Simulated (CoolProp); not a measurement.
Vapour-liquid equilibrium of carbon dioxide (1) + R22 (2) at -19.95 °C; x and y are mole fractions of (1).

Model: multi-fluid Helmholtz-energy mixture model, Span 1996 and Kamei 1995; pair parameters Bell 2016, in CoolProp.

| x | bubble pressure (kPa) | y at the bubble point | dew pressure at overall composition x (kPa) | liquid density (mol/L) |
|---|---|---|---|---|
| 0.05 | ? | 0.228 | 257.1 | 15.87 |
| 0.125 | 408.7 | 0.453 | 276.2 | 16.34 |
| 0.2 | 518.5 | 0.598 | 298.3 | 16.83 |
| 0.275 | 635.5 | 0.697 | 324.3 | ? |
| 0.35 | 758.4 | 0.767 | 355.2 | 17.87 |
| 0.425 | 886.0 | 0.820 | 392.5 | 18.42 |
| 0.5 | 1017 | 0.860 | 438.7 | ? |
| 0.575 | 1152 | 0.892 | 497.3 | 19.59 |
| 0.65 | 1289 | 0.918 | 574.2 | 20.21 |
| 0.725 | 1428 | 0.940 | 679.5 | 20.86 |
| 0.8 | 1571 | 0.959 | 832.7 | ? |
| 0.875 | 1717 | 0.975 | 1075 | 22.22 |
| 0.95 | 1868 | 0.991 | 1500 | 22.94 |

Task: What belongs in the gaps?

Result: 
- 0.05, bubble pressure (kPa): 307.7
- 0.275, liquid density (mol/L): 17.34
- 0.5, liquid density (mol/L): 18.99
- 0.8, liquid density (mol/L): 21.53

No azeotrope shows between x = 0.05 and 0.95.

The pair parameters rest on a limited set of measurements; away from them the model extrapolates.
